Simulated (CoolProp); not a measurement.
The fluid at 377.96 K and 0.102 MPa flows at 0.15 m/s in a round tube of 25 mm bore and 45 µm roughness, fully developed (64/Re and Nu = 3.66 if laminar; Colebrook and Gnielinski if turbulent). The same conditions are run with several fluids, on thermodynamics alone (safety and materials aside).

Model: reference Helmholtz-energy equation of state of each fluid (normal hydrogen: Leachman 2009; isobutane: Bücker 2006; R507A: Lemmon 2003; R22: Kamei 1995; ethane: Bücker 2006), in CoolProp. Blends and air are pseudo-pure fits.

Question: Rank normal hydrogen, isobutane, R507A, R22, ethane by Reynolds number, highest first.

Answer: R507A (786), isobutane (761), R22 (608), ethane (316), normal hydrogen (23.4)

```json
[
 {"fluid": "normal hydrogen", "Darcy friction factor": "2.74", "pressure drop (Pa/m)": "0.0806", "heat-transfer coefficient (W/(m² K))": "32.5", "mass flow (kg/h)": "0.0173"},
 {"fluid": "isobutane", "Darcy friction factor": "0.0841", "pressure drop (Pa/m)": "0.0723", "heat-transfer coefficient (W/(m² K))": "3.82", "mass flow (kg/h)": "0.506"},
 {"fluid": "R507A", "Darcy friction factor": "0.0814", "pressure drop (Pa/m)": "0.118", "heat-transfer coefficient (W/(m² K))": "2.83", "mass flow (kg/h)": "0.857"},
 {"fluid": "R22", "Darcy friction factor": "0.105", "pressure drop (Pa/m)": "0.134", "heat-transfer coefficient (W/(m² K))": "2.52", "mass flow (kg/h)": "0.749"},
 {"fluid": "ethane", "Darcy friction factor": "0.202", "pressure drop (Pa/m)": "0.0892", "heat-transfer coefficient (W/(m² K))": "4.74", "mass flow (kg/h)": "0.260"}
]
```

Transport values come from each fluid's own correlations; those of R22 are estimates that may be off by 10 % or more.
